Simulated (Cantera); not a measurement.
Equilibrium for hydrogen reduction and annealing atmospheres: Fe2O3 + H2 + N2

Input: 1 mol Fe2O3, 480 mol H2, 8.2 mol N2.

These are equilibrium values from Cantera (NASA tables, ideal gas, pure condensed phases), not measurements of a reactor. Candidate condensed phases: Fe, FeO, Fe(OH)2, Fe(OH)3, Fe2O3, Fe3O4, H2O; 27 gas species. Kinetics and transport are ignored.

Stable condensed phases:

```
T in °C \ P in Pa
              10      68     460    3200   22000  150000 1000000
   1400        A       A       B       B       B       B       B
   1375        A       B       B       B       B       B       B
   1350        A       B       B       B       B       B       B
   1325        A       B       B       B       B       B       B
   1300        A       B       B       B       B       B       B
   1275        B       B       B       B       B       B       B
   1250        B       B       B       B       B       B       B
   1225        B       B       B       B       B       B       B
   1200        B       B       B       B       B       B       B
   1175        B       B       B       B       B       B       B
   1150        B       B       B       B       B       B       B
   1125        B       B       B       B       B       B       B
```

A: gas only; B: Fe.
